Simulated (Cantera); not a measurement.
Charge: 1 mol PbO, 0.36 mol N2, equilibrated at 3000 Torr.

Method: chemical equilibrium by Gibbs-energy minimisation in Cantera with the NASA 1993 tables (ideal gas, pure condensed phases). Candidate condensed phases: Pb, PbO, PbO2, Pb3O4; 12 gas species. Rates play no part.

Task: Which condensed phases are stable at each of these points (T (°C)): 300, 350, 400, 450, 500, 550, 600, 650?

Result: 
```csv
T (°C),condensed phases,Pb condensed (%)
300,PbO(red),100.0
350,PbO(red),100.0
400,PbO(red),100.0
450,PbO(red),100.0
500,PbO(yellow),100.0
550,PbO(yellow),100.0
600,PbO(yellow),100.0
650,PbO(yellow),100.0
```

From 300 °C to 450 °C the condensed part is PbO(red). From 500 °C to 650 °C the condensed part is PbO(yellow).
